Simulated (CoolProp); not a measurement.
Vapour-liquid equilibrium of propane (1) + R236FA (2) at 0.168 MPa; x and y are mole fractions of (1).

Values from CoolProp's multi-fluid Helmholtz-energy mixture model, Lemmon 2009 and Pan 2012; pair parameters Bell 2016.

| x | bubble temperature, mixture model (K) | bubble temperature, Raoult's law (K) | y, mixture model | y, Raoult's law |
|---|---|---|---|---|
| 0.05 | 270.2 | 280.7 | 0.443 | 0.177 |
| 0.15 | 254.0 | 274.0 | 0.749 | 0.435 |
| 0.25 | 247.7 | 268.3 | 0.827 | 0.607 |
| 0.35 | 245.4 | 263.4 | 0.851 | 0.726 |
| 0.45 | 244.7 | 259.2 | 0.860 | 0.809 |
| 0.55 | 244.5 | 255.4 | 0.863 | 0.869 |
| 0.65 | 244.3 | 252.2 | 0.866 | 0.913 |
| 0.75 | 243.9 | 249.3 | 0.876 | 0.946 |
| 0.85 | 243.4 | 246.6 | 0.899 | 0.972 |
| 0.95 | 243.1 | 244.3 | 0.952 | 0.992 |

The largest gap from Raoult's law is -20.6 K in bubble temperature, at x = 0.25. No azeotrope shows between x = 0.05 and 0.95.

Pair parameters are fitted to limited data, so mixtures are less certain than the pure fluids. With so large a gap from Raoult's law the liquid may split in two, which this calculation doesn't test in full.
